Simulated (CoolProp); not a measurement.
A simple Rankine cycle with tetrahydrofuran: condensing at 326.15 K, boiler at 1.75 MPa, turbine inlet 478.9 K, turbine efficiency 0.8, pump efficiency 0.7, no recuperator. Each further row changes one setting.

Model: reference Helmholtz-energy equation of state, Fiedler 2023, in CoolProp.

```
case                             thermal efficiency (%)  net work (kJ/kg)  heat in (kJ/kg)  turbine exit temperature (K)  volume ratio over the turbine
-------------------------------  ----------------------  ----------------  ---------------  ----------------------------  -----------------------------
as stated                                          18.6               115              617                         384.5                           26.5
turbine inlet 498.9 K                              18.6               122              657                         406.7                           26.0
condensing temperature 318.15 K                    19.7               124              632                         377.4                           35.0
boiler pressure 1.22 MPa                           17.1               108              631                         398.7                           17.7
turbine efficiency 0.7                             16.2               100              617                         394.7                           27.2
```
